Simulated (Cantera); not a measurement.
CO + H2 + N2 (carbon deposition, reforming and gasification)

A closed system holds: 1 mol CO, 0.41 mol H2, a varied amount of N2, equilibrated at 502 °C and 87.0 bar.

Cantera equilibrium calculation (NASA polynomials, part measured and part estimated; ideal gas, pure solids and liquids). Candidate condensed phases: C, C6H6, C7H8, C8H18, H2O; 136 gas species. The ideal-gas law is rough above about 30 bar. Equilibrium is a limit: real reactors are often held back by kinetics, nucleation or transport.

```tsv
n(N2) (mol)	x N2	x CO2	x H2O	x CH4	x H2	x CO	n C(graphite)
0.17	0.192	0.401	0.324	0.0600	0.0184	0.00449	0.588
0.23	0.243	0.375	0.303	0.0561	0.0177	0.00435	0.588
0.29	0.288	0.353	0.285	0.0526	0.0172	0.00422	0.588
0.38	0.346	0.324	0.261	0.0481	0.0164	0.00404	0.588
0.49	0.406	0.294	0.237	0.0435	0.0156	0.00385	0.588
0.63	0.467	0.264	0.211	0.0388	0.0148	0.00365	0.588
0.82	0.533	0.231	0.185	0.0338	0.0138	0.00341	0.587
1.1	0.604	0.195	0.156	0.0283	0.0126	0.00314	0.587
1.4	0.660	0.168	0.133	0.0241	0.0116	0.00291	0.587
1.8	0.714	0.141	0.111	0.0201	0.0106	0.00267	0.586
2.3	0.761	0.118	0.0924	0.0166	0.00965	0.00244	0.586
3	0.805	0.0959	0.0745	0.0133	0.00863	0.00220	0.585
3.9	0.843	0.0773	0.0596	0.0105	0.00769	0.00197	0.585
```
x: gas mole fraction; n: condensed amount in mol.

From 0.17 mol N2 to 3.9 mol N2 the condensed part is C(graphite). The main C-bearing gas is CO2 throughout.
